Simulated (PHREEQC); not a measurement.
Dissolve 0.2 mol FeSO4, 0.00078 mol CaCl2, 0.00015 mol HCl and 0.17 mol Na2SO4 per kg of water at 25 °C. Closed to the air; pH follows from the charge balance.

All values are PHREEQC results (ion-association model, wateq4f.dat), not measurements.

Each row changes one thing in this solution. Precipitation was switched off in this run.

| case | pH | ionic strength (mol/kgw) | Na+ (mol/kgw) | SO4-2 (mol/kgw) | NaSO4- (mol/kgw) | CaSO4 (mol/kgw) | SI of Gypsum (CaSO4:2H2O) | SI of Mirabilite (Na2SO4:10H2O) |
|---|---|---|---|---|---|---|---|---|
| as made | 4.72 | 0.770 | 0.286 | 0.207 | 0.0541 | 0.000465 | -0.99 | -1.78 |
| FeSO4 left out | 4.55 | 0.426 | 0.298 | 0.127 | 0.0422 | 0.000448 | -1.03 | ___ |
| diluted 100-fold with water | 5.87 | 0.0115 | 0.00336 | 0.00326 | 3.58e-5 | 1.69e-6 | -3.49 | -6.60 |
| diluted 10-fold with water | 5.22 | 0.0942 | 0.0323 | ___ | ___ | 3.45e-5 | ___ | -4.07 |
| temperature from 25 to 5 °C | 4.62 | 0.834 | 0.287 | 0.224 | 0.0525 | 0.000449 | ___ | -0.72 |

Q: Complete the blanks.

A: 
- FeSO4 left out, SI of Mirabilite (Na2SO4:10H2O): -1.82
- diluted 10-fold with water, SO4-2 (mol/kgw): 0.0269
- diluted 10-fold with water, NaSO4- (mol/kgw): 0.00165
- diluted 10-fold with water, SI of Gypsum (CaSO4:2H2O): -2.17
- temperature from 25 to 5 °C, SI of Gypsum (CaSO4:2H2O): -0.89

The ionic strength passes 0.7 mol/kgw, the rough limit of the ion-association models, in as made; temperature from 25 to 5 °C. Complexes and solids missing from the database can't appear. At this temperature some constants are extrapolated from 25 °C, and those without enthalpy data are left unchanged.
